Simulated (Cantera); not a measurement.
## Equilibrium for silicon etching in halogen gases: Si + HBr + H2

Charge: 1 mol Si, 8.6 mol HBr, 45 mol H2, equilibrated at 10.0 Pa.

Equilibrium computed with Cantera from the NASA thermochemical tables; the gas is ideal and each condensed phase is pure. Candidate condensed phases: Br2, Si; 19 gas species. The tables' values for SiBr, SiBr3 are old estimates; treat these amounts as uncertain. Rates play no part.

From 598 K to 1598 K nothing is condensed. The main Si-bearing gas is SiBr4 at 598 K and SiBr2 at 1598 K.

```csv
T (K),x H2,x HBr,x Br,x SiBr4,x SiBr2
598,0.894,0.0875,1.78e-10,0.0190,7.70e-12
698,0.894,0.0875,1.36e-8,0.0190,2.79e-8
798,0.893,0.0876,3.53e-7,0.0189,1.24e-5
898,0.891,0.0902,4.62e-6,0.0173,0.00120
998,0.870,0.111,4.40e-5,0.00621,0.0118
1098,0.860,0.122,0.000259,0.000539,0.0178
1198,0.858,0.122,0.00105,4.48e-5,0.0185
1298,0.858,0.120,0.00336,5.15e-6,0.0186
1398,0.858,0.114,0.00883,7.56e-7,0.0185
1498,0.858,0.103,0.0193,1.27e-7,0.0182
1598,0.854,0.0871,0.0356,2.16e-8,0.0168
```
x: gas mole fraction; nothing condenses.
